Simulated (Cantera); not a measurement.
Charge: 1 mol PbO, a varied amount of C, 0.46 mol CO, equilibrated at 1050 °C and 0.100 bar.

Cantera equilibrium calculation (NASA polynomials, part measured and part estimated; ideal gas, pure solids and liquids). Candidate condensed phases: C, Pb, PbO, PbO2, Pb3O4; 15 gas species. Kinetics and transport are ignored.

x: gas mole fraction; n: condensed amount in mol.

```json
[
 {"n(C) (mol)": "0.32", "x CO": "0.124", "x CO2": "0.841", "x Pb": "0.0352", "x PbO": "4.51e-5", "x Pb2": "4.07e-6", "n Pb(l)": "0.972", "n C(graphite)": "0"},
 {"n(C) (mol)": "0.9", "x CO": "0.894", "x CO2": "0.0709", "x Pb": "0.0352", "x PbO": "5.26e-7", "x Pb2": "4.07e-6", "n Pb(l)": "0.950", "n C(graphite)": "0"},
 {"n(C) (mol)": "1.5", "x CO": "0.964", "x CO2": "0.000368", "x Pb": "0.0352", "x PbO": "2.53e-9", "x Pb2": "4.07e-6", "n Pb(l)": "0.947", "n C(graphite)": "…"},
 {"n(C) (mol)": "2.1", "x CO": "0.964", "x CO2": "0.000368", "x Pb": "0.0352", "x PbO": "2.53e-9", "x Pb2": "4.07e-6", "n Pb(l)": "0.947", "n C(graphite)": "…"},
 {"n(C) (mol)": "2.6", "x CO": "0.964", "x CO2": "0.000368", "x Pb": "0.0352", "x PbO": "2.53e-9", "x Pb2": "4.07e-6", "n Pb(l)": "0.947", "n C(graphite)": "…"},
 {"n(C) (mol)": "3.2", "x CO": "0.964", "x CO2": "0.000368", "x Pb": "0.0352", "x PbO": "2.53e-9", "x Pb2": "4.07e-6", "n Pb(l)": "0.947", "n C(graphite)": "…"},
 {"n(C) (mol)": "3.8", "x CO": "0.964", "x CO2": "0.000368", "x Pb": "0.0352", "x PbO": "2.53e-9", "x Pb2": "4.07e-6", "n Pb(l)": "0.947", "n C(graphite)": "…"},
 {"n(C) (mol)": "4.4", "x CO": "0.964", "x CO2": "0.000368", "x Pb": "0.0352", "x PbO": "2.53e-9", "x Pb2": "4.07e-6", "n Pb(l)": "0.947", "n C(graphite)": "…"},
 {"n(C) (mol)": "5", "x CO": "0.964", "x CO2": "0.000368", "x Pb": "0.0352", "x PbO": "2.53e-9", "x Pb2": "4.07e-6", "n Pb(l)": "0.947", "n C(graphite)": "…"}
]
```

Question: Complete the blanks.

Answer: 
- 1.5, n C(graphite): 0.501
- 2.1, n C(graphite): 1.10
- 2.6, n C(graphite): 1.60
- 3.2, n C(graphite): 2.20
- 3.8, n C(graphite): 2.80
- 4.4, n C(graphite): 3.40
- 5, n C(graphite): 4.00
